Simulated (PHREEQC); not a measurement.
Metal-bearing waste water: an equilibrium model

Solution (25 °C): 2.3 mmol/kgw CuSO4, 0.58 mmol/kgw ZnCl2, 2.5 mmol/kgw H2SO4 and 0.3 mmol/kgw Na2SO4. Closed to the air; pH follows from the charge balance.

All values are PHREEQC results (ion-association model, phreeqc.dat), not measurements.

This is a speciation only: nothing precipitates in the calculation.

Q: What pH does the model give?

A: pH 2.43.

Q: In which forms is S present?

A: SO4-2 70 %, HSO4- 18 %, CuSO4 9.9 %, ZnSO4 2.7 % of the S.
